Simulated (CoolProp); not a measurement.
R404A along the isobar 9.08 MPa: Z from the reference equation and from simpler models built on Tc = 345.3 K, pc = 3.735 MPa, ω = 0.293; each cubic takes its own stable root.

The numbers come from the reference Helmholtz-energy equation of state, Lemmon 2003 in CoolProp. It is a pseudo-pure fit of the blend.

```tsv
T (K)	phase	reference	van der Waals	Redlich-Kwong	Peng-Robinson
263.4	liquid	0.3305	0.5406	0.3881	0.3324
283.1	liquid	0.3240	0.5223	0.3820	0.3275
302.8	liquid	0.3219	0.5094	0.3812	0.3286
322.5	liquid	0.3251	0.5017	0.3866	0.3373
342.3	liquid	0.3364	0.4995	0.3998	0.3575
362	supercritical	0.3614	0.5035	0.4236	0.3955
381.7	supercritical	0.4123	0.5151	0.4623	0.4602
401.4	supercritical	0.4977	0.5361	0.5179	0.5467
421.1	supercritical	0.5918	0.5677	0.5838	0.6313
440.8	supercritical	0.6703	0.6084	0.6474	0.7017
460.6	supercritical	0.7327	0.6532	0.7022	0.7585
480.3	supercritical	0.7818	0.6959	0.7475	0.8039
500	supercritical	0.8214	0.7341	0.7848	0.8409
```
